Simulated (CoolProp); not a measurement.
The fluid at 336.59 K and 0.331 MPa flows at 1.4 m/s in a round tube of 10 mm bore and 0.25 µm roughness, fully developed (64/Re and Nu = 3.66 if laminar; Colebrook and Gnielinski if turbulent). The same conditions are run with several fluids, on thermodynamics alone (safety and materials aside).

The numbers come from the reference Helmholtz-energy equation of state of each fluid (n-butane: Bücker 2006; R142b: Lemmon 2006; R124: de Vries 1995; R152A: Outcalt 1996; R125: Lemmon 2005) in CoolProp.

Problem. Rank n-butane, R142b, R124, R152A, R125 by Reynolds number, highest first.

Solution. R124 (16400), R142b (15100), R125 (14100), n-butane (12300), R152A (9110)

```csv
fluid,Darcy friction factor,pressure drop (Pa/m),heat-transfer coefficient (W/(m² K)),mass flow (kg/h)
n-butane,0.0293,21.2,76.3,2.92
R142b,0.0278,34.4,60.6,4.99
R124,0.0272,45.7,72.5,6.78
R152A,0.0317,25.4,52.7,3.24
R125,0.0283,40.7,67.7,5.81
```

Transport values come from each fluid's own correlations; those of R142b, R124, R152A are estimates that may be off by 10 % or more.
